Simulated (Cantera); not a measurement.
A freely propagating, adiabatic, planar premixed flame of H2 : O2 : N2 = 1 : 0.357 : 1.34 (molar parts), equivalence ratio 1.4, unburnt at 600 K and 0.133 bar; mixture-averaged transport, grid criteria slope 0.08 and curve 0.16, no radiation.

Detailed kinetics in Cantera: the H2/O2 subset of GRI-Mech 3.0, which has no nitrogen chemistry. Burning velocities carry a grid error of a few per cent, more on coarse grids.

### Question
How do the results move with these cheaper or finer settings: unity-Lewis-number transport; multicomponent transport; multicomponent+Soret transport; grid criteria slope 0.5, curve 1; grid criteria slope 0.25, curve 0.5; grid criteria slope 0.03, curve 0.06?

### Answer
| setting | laminar burning velocity | thermal thickness | peak x(HO2) | peak x(O) | grid points |
|---|---|---|---|---|---|
| as above | 672 cm/s | 6.25 mm | 4.65e-5 | 0.0102 | 146 |
| unity-Lewis-number transport | 423 cm/s | 4.94 mm | 4.25e-5 | 0.00967 | 140 |
| multicomponent transport | 656 cm/s | 6.22 mm | 4.65e-5 | 0.0101 | 146 |
| multicomponent+Soret transport | 634 cm/s | 6.16 mm | 4.66e-5 | 0.0101 | 146 |
| grid criteria slope 0.5, curve 1 | 1130 cm/s | 13.7 mm | 4.50e-5 | 0.00951 | 45 |
| grid criteria slope 0.25, curve 0.5 | 737 cm/s | 7.27 mm | 4.61e-5 | 0.0102 | 78 |
| grid criteria slope 0.03, curve 0.06 | 655 cm/s | 5.99 mm | 4.67e-5 | 0.0102 | 290 |
Unity Lewis numbers drop preferential diffusion, which matters most where H2 and H carry the flame; Soret adds thermal diffusion.
